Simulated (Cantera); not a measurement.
## Transport properties of process gases

Gas mixture: N₂O = 0.92 (molar parts), at 0.890 bar, frozen composition.

Cantera's kinetic-theory transport with the Lennard-Jones parameters of GRI-Mech 3.0, ideal gas; thermal conductivity in the multicomponent form. The composition is frozen, though it would react at the higher temperatures.

```json
[
 {"T (K)": "400", "ρ (kg/m³)": "1.18", "cp (J/kg/K)": "970.3", "μ (µPa s)": "19.5", "λ (mW/m/K)": "25.3", "Pr": "0.746", "D (cm²/s) NO": "0.294", "D (cm²/s) H₂": "1.23", "D (cm²/s) NH₃": "0.321"},
 {"T (K)": "600", "ρ (kg/m³)": "0.785", "cp (J/kg/K)": "1101", "μ (µPa s)": "27.3", "λ (mW/m/K)": "40.4", "Pr": "0.744", "D (cm²/s) NO": "0.599", "D (cm²/s) H₂": "2.45", "D (cm²/s) NH₃": "0.697"},
 {"T (K)": "800", "ρ (kg/m³)": "0.589", "cp (J/kg/K)": "1192", "μ (µPa s)": "34.0", "λ (mW/m/K)": "54.7", "Pr": "0.742", "D (cm²/s) NO": "0.982", "D (cm²/s) H₂": "3.97", "D (cm²/s) NH₃": "1.18"},
 {"T (K)": "1000", "ρ (kg/m³)": "0.471", "cp (J/kg/K)": "1255", "μ (µPa s)": "40.0", "λ (mW/m/K)": "67.9", "Pr": "0.740", "D (cm²/s) NO": "1.43", "D (cm²/s) H₂": "5.76", "D (cm²/s) NH₃": "1.76"},
 {"T (K)": "1200", "ρ (kg/m³)": "0.393", "cp (J/kg/K)": "1294", "μ (µPa s)": "45.5", "λ (mW/m/K)": "79.8", "Pr": "0.738", "D (cm²/s) NO": "1.95", "D (cm²/s) H₂": "7.81", "D (cm²/s) NH₃": "2.43"},
 {"T (K)": "1400", "ρ (kg/m³)": "0.337", "cp (J/kg/K)": "1327", "μ (µPa s)": "50.5", "λ (mW/m/K)": "91.0", "Pr": "0.736", "D (cm²/s) NO": "2.52", "D (cm²/s) H₂": "10.1", "D (cm²/s) NH₃": "3.17"},
 {"T (K)": "1600", "ρ (kg/m³)": "0.294", "cp (J/kg/K)": "1353", "μ (µPa s)": "55.2", "λ (mW/m/K)": "102", "Pr": "0.735", "D (cm²/s) NO": "3.15", "D (cm²/s) H₂": "12.6", "D (cm²/s) NH₃": "3.99"}
]
```
D: mixture-averaged diffusion coefficient of that species in the mixture.
